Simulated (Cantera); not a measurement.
**Equilibrium for carbon deposition, reforming and gasification: C2H4 + H2**

A closed system holds: 1 mol C2H4, 9.1 mol H2, held at 7.50 bar.

These are equilibrium values from Cantera (NASA tables, ideal gas, pure condensed phases), not measurements of a reactor. Candidate condensed phases: C, C6H6, C7H8, C8H18; 76 gas species. The numbers say what is thermodynamically allowed, not how fast it happens.

```json
[
 {"T (K)": "923", "log p H2": "0.77", "log p CH4": "0.22", "log p C2H4": "-6.23", "log p C2H2 (acetylene)": "-10.53", "log p C2H6": "-4.40", "log p H": "-9.23", "log p CH3": "-8.57", "n C(graphite)": "0"},
 {"T (K)": "973", "log p H2": "0.77", "log p CH4": "0.22", "log p C2H4": "-5.60", "log p C2H2 (acetylene)": "-9.35", "log p C2H6": "-4.19", "log p H": "-8.58", "log p CH3": "-7.90", "n C(graphite)": "0"},
 {"T (K)": "1023", "log p H2": "0.77", "log p CH4": "0.22", "log p C2H4": "-5.03", "log p C2H2 (acetylene)": "-8.30", "log p C2H6": "-4.00", "log p H": "-8.00", "log p CH3": "-7.31", "n C(graphite)": "0"},
 {"T (K)": "1073", "log p H2": "0.77", "log p CH4": "0.20", "log p C2H4": "-4.55", "log p C2H2 (acetylene)": "-7.37", "log p C2H6": "-3.86", "log p H": "-7.47", "log p CH3": "-6.78", "n C(graphite)": "0.0484"},
 {"T (K)": "1123", "log p H2": "0.80", "log p CH4": "0.07", "log p C2H4": "-4.41", "log p C2H2 (acetylene)": "-6.86", "log p C2H6": "-3.99", "log p H": "-6.97", "log p CH3": "-6.43", "n C(graphite)": "0.497"},
 {"T (K)": "1173", "log p H2": "0.82", "log p CH4": "-0.07", "log p C2H4": "-4.29", "log p C2H2 (acetylene)": "-6.39", "log p C2H6": "-4.14", "log p H": "-6.52", "log p CH3": "-6.13", "n C(graphite)": "0.860"},
 {"T (K)": "1223", "log p H2": "0.84", "log p CH4": "-0.20", "log p C2H4": "-4.20", "log p C2H2 (acetylene)": "-5.97", "log p C2H6": "-4.29", "log p H": "-6.10", "log p CH3": "-5.86", "n C(graphite)": "1.14"},
 {"T (K)": "1273", "log p H2": "0.85", "log p CH4": "-0.33", "log p C2H4": "-4.12", "log p C2H2 (acetylene)": "-5.58", "log p C2H6": "-4.44", "log p H": "-5.72", "log p CH3": "-5.61", "n C(graphite)": "1.35"},
 {"T (K)": "1323", "log p H2": "0.85", "log p CH4": "-0.46", "log p C2H4": "-4.05", "log p C2H2 (acetylene)": "-5.23", "log p C2H6": "-4.59", "log p H": "-5.37", "log p CH3": "-5.39", "n C(graphite)": "1.51"},
 {"T (K)": "1373", "log p H2": "0.86", "log p CH4": "-0.58", "log p C2H4": "-3.99", "log p C2H2 (acetylene)": "-4.90", "log p C2H6": "-4.72", "log p H": "-5.05", "log p CH3": "-5.19", "n C(graphite)": "1.62"},
 {"T (K)": "1423", "log p H2": "0.86", "log p CH4": "-0.69", "log p C2H4": "-3.93", "log p C2H2 (acetylene)": "-4.60", "log p C2H6": "-4.86", "log p H": "-4.75", "log p CH3": "-5.00", "n C(graphite)": "1.71"},
 {"T (K)": "1473", "log p H2": "0.87", "log p CH4": "-0.80", "log p C2H4": "-3.88", "log p C2H2 (acetylene)": "-4.32", "log p C2H6": "-4.98", "log p H": "-4.46", "log p CH3": "-4.83", "n C(graphite)": "1.77"},
 {"T (K)": "1523", "log p H2": "0.87", "log p CH4": "-0.90", "log p C2H4": "-3.84", "log p C2H2 (acetylene)": "-4.06", "log p C2H6": "-5.10", "log p H": "-4.20", "log p CH3": "-4.67", "n C(graphite)": "1.82"},
 {"T (K)": "1573", "log p H2": "0.87", "log p CH4": "-1.00", "log p C2H4": "-3.79", "log p C2H2 (acetylene)": "-3.82", "log p C2H6": "-5.22", "log p H": "-3.96", "log p CH3": "-4.52", "n C(graphite)": "1.85"}
]
```
log p: log10 of the partial pressure in bar; n: condensed amount in mol.

From 923 K to 1023 K nothing is condensed. From 1073 K to 1573 K the condensed part is C(graphite). The main C-bearing gas is CH4 throughout.
